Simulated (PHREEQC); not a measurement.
Solution (20 °C): 0.099 mol ZnCl2, 3.5e-05 mol NaOH and 0.0019 mol MnSO4 per kg of water. Closed to the air; pH follows from the charge balance.

Equilibrium calculation in PHREEQC: ion-association model, phreeqc.dat.

```
Quantity                 Result
----------------  -------------
pH                         5.52
ionic strength    0.278 mol/kgw
density             1.011 g/cm³
total alkalinity  0.0350 meq/kg
```

| species | molality | activity | log γ |
|---|---|---|---|
| Cl- | 0.186 | 0.129 | -0.159 |
| Zn+2 | 0.0875 | 0.0234 | -0.572 |
| ZnCl+ | 0.00935 | 0.00650 | -0.158 |
| Mn+2 | 0.00154 | 0.000460 | -0.524 |
| ZnSO4 | 0.00106 | 0.00112 | 0.028 |
| SO4-2 | 0.000816 | 0.000213 | -0.583 |
| ZnCl2 | 0.000807 | 0.000860 | 0.028 |
| MnCl+ | 0.000336 | 0.000242 | -0.143 |
| ZnCl3- | 0.000174 | 0.000121 | -0.158 |
| Na+ | 3.50e-5 | 2.57e-5 | -0.134 |
| ZnOHCl | 3.10e-5 | 3.31e-5 | 0.028 |
| ZnCl4-2 | 2.80e-5 | 7.49e-6 | -0.572 |
| MnSO4 | 1.48e-5 | 1.58e-5 | 0.028 |
| MnCl2 | 1.28e-5 | 1.36e-5 | 0.028 |
| ZnOH+ | 7.83e-6 | 5.77e-6 | -0.132 |

This is a speciation only: nothing precipitates in the calculation. Complexes and solids missing from the database can't appear.
